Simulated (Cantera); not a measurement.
**Dilute partial oxidation**

An isothermal, constant-pressure homogeneous reactor starts with CH4 : O2 : N2 = 0.0036 : 0.011 : 1 (molar parts), equivalence ratio 0.65, at 1223 K and 100000 Pa.

Model: GRI-Mech 3.0 (53 species, 325 reactions), integrated in Cantera.

```
t (s)       x CH4     x O2   x C2H       x O      x OH     x CH2
--------  -------  -------  ------  --------  --------  --------
3.00e-5   0.00355   0.0108  <1e-12  3.16e-12  3.29e-12    <1e-12
0.000103  0.00355   0.0108  <1e-12  7.38e-12  7.99e-12    <1e-12
0.000354  0.00355   0.0108  <1e-12  8.82e-12  1.05e-11    <1e-12
0.00122   0.00355   0.0108  <1e-12  1.28e-11  1.88e-11    <1e-12
0.00418   0.00355   0.0108  <1e-12  2.77e-11  5.07e-11    <1e-12
0.0144    0.00355   0.0108  <1e-12  9.36e-11  1.97e-10    <1e-12
0.0493    0.00355   0.0108  <1e-12  3.20e-10  6.92e-10    <1e-12
0.169     0.00353   0.0108  <1e-12  7.77e-10   1.59e-9    <1e-12
0.582     0.00329   0.0107  <1e-12   6.91e-9   1.25e-8  1.41e-11
2.00       <1e-12  0.00374  <1e-12   1.67e-8   1.03e-6    <1e-12
```
x: mole fraction; the columns are a selection and need not sum to one.

Equilibrium at this temperature and pressure: CH4 <1e-12, O2 0.00373, C2H <1e-12, O 2.48e-9, OH 3.97e-7, CH2 <1e-12 (gas phase only).
